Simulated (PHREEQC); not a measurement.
A solution holds 52 mmol/kgw HCl and 0.075 mmol/kgw FeCl3, at 5 °C. Closed to the air; pH follows from the charge balance.

Computed with PHREEQC (ion-association model, wateq4f.dat).

No solid was allowed to form.

Estimate the pH.

pH 1.35.

In which forms is Fe present?

Fe+3 70 %, FeCl+2 24 %, FeCl2+ 5.1 %, FeOH+2 1.5 % of the Fe.

Examples of supersaturated solids here: Hematite (slow to form). Others may be too. At this temperature some constants are extrapolated from 25 °C, and those without enthalpy data are left unchanged.
